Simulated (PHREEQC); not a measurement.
A solution holds 2.1 mmol/kgw NH4HF2, 0.36 mmol/kgw (NH4)2SiF6, 22 mmol/kgw H3AsO4 and 110 mmol/kgw HCl, at 25 °C. Closed to the air; pH follows from the charge balance.

All values are PHREEQC results (ion-association model, wateq4f.dat), not measurements.

```tsv
quantity	before	after
pH	1.05	1.05
ionic strength (mol/kgw)	0.112	0.113
H3AsO4 (mol/kgw)	0.0205	0.0205
H2AsO4- (mol/kgw)	0.00152	0.00153
H4SiO4 (mol/kgw)	0.000182	7.15e-5
SI of Chalcedony (SiO2)	-0.17	-0.58
```

Which change was made?
A) NH4HF2 replaced by HF at the same molality
B) NH4HF2 from 0.0021 to 0.00315 mol/kgw
C) HCl from 0.11 to 0.055 mol/kgw
D) HCl left out
E) diluted 2-fold with water

B, NH4HF2 from 0.0021 to 0.00315 mol/kgw

No solid was allowed to form. Some of these states are supersaturated (in Quartz (slow to form), for instance). SiF6-2 is the database's only silicon fluoride.
